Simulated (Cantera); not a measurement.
Input (Python, Cantera) and output of one run.

```python
import numpy as np
import cantera as ct

gas_names = """
    CL CLO CL2 H HCL HNO HNO2 HNO3 HOCL HO2 H2 H2O H2O2 N NH NH2 NH3 NH2OH NO NO2 NO3 N2 N2H2 N2H4 N2O O
    OH O2 O3 Si SiCL SiCL2 SiCL3 SiCL4 SiH SiHCL3 SiH2 SiH2CL2 SiH3 SiH3CL SiH4 SiN SiO SiO2 Si2 Si2N
    Si3
""".split()
cond_names = """
    H2O(s) H2O(L) NH4CL(a) NH4CL(b) Si(cr) Si(L) SiO2(Lqz) SiO2(hqz) SiO2(L) Si2N2O(s) Si3N4(a)
""".split()


def load(file, names, dense=False):
    # The tables refer to 1 bar. Condensed volumes are neglected.
    table = {s.name: s for s in ct.Species.list_from_file(file)}
    out = []
    for n in names:
        d = dict(table[n].input_data)
        d["thermo"] = dict(d["thermo"], **{"reference-pressure": 1e5})
        if dense:
            d["equation-of-state"] = {"model": "constant-volume", "density": "1e6 g/cm^3"}
        out.append(ct.Species.from_dict(d))
    return out


gas = ct.Solution(thermo="ideal-gas", species=load("nasa_gas.yaml", gas_names))
cond = {s.name: ct.Solution(thermo="fixed-stoichiometry", species=[s], name=s.name)
        for s in load("nasa_condensed.yaml", cond_names, dense=True)}
atoms = {
    'SiH2Cl2': {'Si': 1, 'H': 2, 'CL': 2},
    'N2O': {'N': 2, 'O': 1},
}
top_T = {'Si2N2O(s)': 2100, 'Si3N4(a)': 2400}  # K; cautious upper limits of use, not melting points


def equilibrate(T, P, feed):
    n = {}
    for name, mol in feed.items():
        for a, k in atoms[name].items():
            n[a] = n.get(a, 0.0) + k * mol
    gas.TPX = T, P, n
    mass = sum(n.values()) * gas.mean_molecular_weight
    gas.equilibrate("TP")
    valid = [c for c in cond.values() if c.min_temp <= T <= top_T.get(c.name, c.max_temp)]
    mix = ct.Mixture([(gas, mass / gas.mean_molecular_weight)] + [(c, 0.0) for c in valid])
    mix.T, mix.P = T, P
    mix.equilibrate("TP", solver="vcs", rtol=1e-11, max_steps=5000)
    return mix


results = []
T = 1150  # K
P = 8000  # Pa
for m in [0.74, 1.1, 1.7, 2.6, 4, 6, 9.1, 14, 21, 32, 48]:
    feed = {'SiH2Cl2': 1, 'N2O': m}  # mol
    mix = equilibrate(T, P, feed)
    results.append((T, P, feed, dict(zip(mix.species_names, mix.species_moles))))

top = {s: max(r[3][s] / sum(r[3][g] for g in gas_names) for r in results) for s in gas_names}
cols = sorted((s for s in top if top[s] > 1e-05), key=lambda s: -top[s])[:7]
seen = [c for c in cond_names if any(r[3].get(c, 0) > 1e-12 for r in results)]
print("log10 of partial pressures in bar; condensed amounts in mol")
print(f"{'n(N2O)':>10s}" + "".join(f"{s[:9]:>10s}" for s in cols + seen))
for T, P, feed, n in results:
    ng = sum(n[g] for g in gas_names)
    print(f"{feed['N2O']:10.4g}" + "".join(f"{np.log10(max(n[s] / ng * P / 1e5, 1e-99)):10.3f}" for s in cols)
          + "".join(f"{n.get(c, 0):10.4g}" for c in seen))
```

It prints:

```
log10 of partial pressures in bar; condensed amounts in mol
    n(N2O)       HCL        N2        O2        H2     SiCL4       H2O       CL2 SiO2(hqz) Si2N2O(s)
      0.74    -1.231    -1.886   -25.074    -2.257    -2.559    -6.427    -9.447    0.1865     0.367
       1.1    -1.302    -1.614   -24.893    -2.412    -2.714    -6.491    -9.434    0.4224    0.2551
       1.7    -1.403    -1.436   -24.775    -2.586    -2.888    -6.607    -9.462    0.8194   0.06126
       2.6    -1.552    -1.366    -2.433    -9.742   -11.514    -2.592    -2.604         1         0
         4    -1.728    -1.334    -1.980   -10.030   -12.092    -2.654    -2.666         1         0
         6    -1.893    -1.315    -1.815   -10.235   -12.506    -2.776    -2.791         1         0
       9.1    -2.065    -1.301    -1.723   -10.429   -12.899    -2.924    -2.941         1         0
        14    -2.246    -1.291    -1.667   -10.622   -13.293    -3.089    -3.110         1         0
        21    -2.418    -1.285    -1.635   -10.801   -13.658    -3.251    -3.277         1         0
        32    -2.599    -1.281    -1.614   -10.984   -14.036    -3.424    -3.455         1         0
        48    -2.774    -1.278    -1.600   -11.159   -14.399    -3.592    -3.630         1         0
```

These are equilibrium values from Cantera (NASA tables, ideal gas, pure condensed phases), not measurements of a reactor. Mutual solubility and eutectic melting of coexisting phases are not modelled. The tables' values for SiCl3 are old estimates; treat these amounts as uncertain. The tables hold silica as quartz up to 1696 K and as liquid above; real silica turns to tridymite and cristobalite and melts near 1996 K.
